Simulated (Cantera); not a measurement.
Input: 1 mol SiH4, 1.2 mol CH4, a varied amount of H2, at 1302 °C and 225 Torr.

These are equilibrium values from Cantera (NASA tables, ideal gas, pure condensed phases), not measurements of a reactor. Candidate condensed phases: C, C6H6, C7H8, C8H18, Si, SiC; 87 gas species. Rates play no part.

log p: log10 of the partial pressure in bar; n: condensed amount in mol.

```csv
n(H2) (mol),log p H2,log p CH4,log p H,log p C2H2 (acetylene),log p C2H4,log p CH3,log p SiH2,n C(graphite),n SiC(s)
9.5,-0.52,-3.79,-4.64,-5.20,-6.58,-6.60,-7.96,0.192,1.000
13,-0.52,-3.79,-4.64,-5.20,-6.58,-6.60,-7.96,0.190,1.000
19,-0.52,-3.79,-4.64,-5.20,-6.58,-6.60,-7.96,0.186,1.000
26,-0.52,-3.79,-4.64,-5.20,-6.58,-6.60,-7.96,0.182,1.000
36,-0.52,-3.79,-4.64,-5.20,-6.58,-6.60,-7.96,0.176,1.000
51,-0.52,-3.79,-4.64,-5.20,-6.58,-6.60,-7.96,0.167,1.000
71,-0.52,-3.79,-4.64,-5.20,-6.58,-6.60,-7.96,0.156,1.000
100,-0.52,-3.79,-4.64,-5.20,-6.58,-6.60,-7.96,___,1.000
140,-0.52,-3.79,-4.64,-5.20,-6.58,-6.60,-7.96,___,1.000
190,-0.52,-3.79,-4.64,-5.20,-6.58,-6.60,-7.96,___,1.000
270,-0.52,-3.79,-4.64,-5.20,-6.58,-6.60,-7.96,___,1.000
380,-0.52,-3.84,-4.64,-5.30,-6.68,-6.65,-7.91,0,1.000
530,-0.52,-3.97,-4.64,-5.57,-6.95,-6.78,-7.78,0,1.000
```

Problem. Complete the blanks.

Solution. 
- 100, n C(graphite): 0.138
- 140, n C(graphite): 0.115
- 190, n C(graphite): 0.0854
- 270, n C(graphite): 0.0383
